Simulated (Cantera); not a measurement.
What does this Cantera script print?

```python
import numpy as np
import cantera as ct

gas_names = [...]  # 130 gases of nasa_gas.yaml made of C, H, Mg, O, S
cond_names = """
    C(gr) C6H6(L) C7H8(L) C8H18(L),n-octa H2O(s) H2O(L) H2SO4(L) Mg(cr) Mg(L) MgCO3(s) MgO(s) MgO(L)
    MgO2H2(s) MgS(s) MgSO4(s) MgSO4(L) S(cr1) S(cr2) S(L)
""".split()


# ... load() reads the species with a 1 bar reference pressure and builds the phases ...
atoms = {
    'MgCO3': {'Mg': 1, 'C': 1, 'O': 3},
    'H2S': {'H': 2, 'S': 1},
    'CO2': {'C': 1, 'O': 2},
}
top_T = {'C(gr)': 4500, 'MgS(s)': 2250}  # K; cautious upper limits of use, not melting points


# ... equilibrate(T, P, feed) seeds the gas with the atoms and calls Mixture.equilibrate('TP', solver="vcs", rtol=1e-11, max_steps=5000) ...
results = []
T = 1825  # K
P = 10000  # Pa
for m in [0.19, 0.26, 0.37, 0.53, 0.75, 1.1, 1.5, 2.1]:
    feed = {'MgCO3': 1, 'H2S': m, 'CO2': 0.25}  # mol
    mix = equilibrate(T, P, feed)
    results.append((T, P, feed, dict(zip(mix.species_names, mix.species_moles))))
    x = sorted(zip(gas.X, gas.species_names), reverse=True)
    print(f"T = {T:g} K  P = {P:g} Pa  n(H2S) = {m:g} mol  gas = {mix.phase_moles(0):.4g} mol")
    print("   x: " + "  ".join(f"{s} {v:.3e}" for v, s in x if v > 0.0001))
    print("   condensed (mol): " + ("  ".join(f"{mix.phase(i).name} {mix.phase_moles(i):.4g}"
          for i in range(1, mix.n_phases) if mix.phase_moles(i) > 1e-12) or "none"))
```

Output:

```
T = 1825 K  P = 10000 Pa  n(H2S) = 0.19 mol  gas = 1.623 mol
   x: CO2 4.602e-01  CO 3.098e-01  SO2 1.018e-01  H2O 9.936e-02  H2 1.707e-02  SO 6.737e-03  S2 3.593e-03  SH 3.656e-04  H2S 3.221e-04  COS 2.056e-04  H 1.819e-04  S 1.718e-04  S2O 1.242e-04
   condensed (mol): MgO(s) 1
T = 1825 K  P = 10000 Pa  n(H2S) = 0.26 mol  gas = 1.741 mol
   x: CO2 3.729e-01  CO 3.444e-01  H2O 1.195e-01  SO2 1.076e-01  H2 2.815e-02  S2 1.422e-02  SO 9.766e-03  H2S 1.057e-03  SH 9.339e-04  COS 4.546e-04  S2O 3.582e-04  S 3.418e-04  H 2.337e-04
   condensed (mol): MgO(s) 1
T = 1825 K  P = 10000 Pa  n(H2S) = 0.37 mol  gas = 1.91 mol
   x: CO 3.582e-01  CO2 2.955e-01  H2O 1.450e-01  SO2 1.006e-01  H2 4.486e-02  S2 3.690e-02  SO 1.199e-02  H2S 2.713e-03  SH 1.899e-03  COS 7.617e-04  S2O 7.082e-04  S 5.506e-04  H 2.950e-04
   condensed (mol): MgO(s) 1
T = 1825 K  P = 10000 Pa  n(H2S) = 0.53 mol  gas = 2.143 mol
   x: CO 3.536e-01  CO2 2.286e-01  H2O 1.720e-01  SO2 8.435e-02  S2 6.874e-02  H2 6.788e-02  SO 1.282e-02  H2S 5.603e-03  SH 3.189e-03  S2O 1.034e-03  COS 1.026e-03  S 7.515e-04  H 3.628e-04
   condensed (mol): MgO(s) 1
T = 1825 K  P = 10000 Pa  n(H2S) = 0.75 mol  gas = 2.458 mol
   x: CO 3.363e-01  H2O 1.949e-01  CO2 1.711e-01  S2 1.045e-01  H2 9.773e-02  SO2 6.443e-02  SO 1.244e-02  H2S 9.948e-03  SH 4.718e-03  S2O 1.238e-03  COS 1.204e-03  S 9.266e-04  H 4.354e-04
   condensed (mol): MgO(s) 1
T = 1825 K  P = 10000 Pa  n(H2S) = 1.1 mol  gas = 2.954 mol
   x: CO 3.058e-01  H2O 2.103e-01  S2 1.453e-01  H2 1.414e-01  CO2 1.161e-01  SO2 4.225e-02  H2S 1.697e-02  SO 1.094e-02  SH 6.691e-03  COS 1.290e-03  S2O 1.283e-03  S 1.093e-03  H 5.237e-04
   condensed (mol): MgO(s) 1
T = 1825 K  P = 10000 Pa  n(H2S) = 1.5 mol  gas = 3.522 mol
   x: CO 2.742e-01  H2O 2.110e-01  H2 1.859e-01  S2 1.759e-01  CO2 7.943e-02  SO2 2.707e-02  H2S 2.455e-02  SO 9.188e-03  SH 8.441e-03  COS 1.273e-03  S 1.202e-03  S2O 1.185e-03  H 6.004e-04
   condensed (mol): MgO(s) 1
T = 1825 K  P = 10000 Pa  n(H2S) = 2.1 mol  gas = 4.375 mol
   x: H2 2.419e-01  CO 2.353e-01  S2 2.042e-01  H2O 1.980e-01  CO2 4.916e-02  H2S 3.442e-02  SO2 1.517e-02  SH 1.038e-02  SO 7.139e-03  S 1.295e-03  COS 1.177e-03  S2O 9.924e-04  H 6.850e-04
   condensed (mol): MgO(s) 0.9999
```

Equilibrium computed with Cantera from the NASA thermochemical tables; the gas is ideal and each condensed phase is pure.
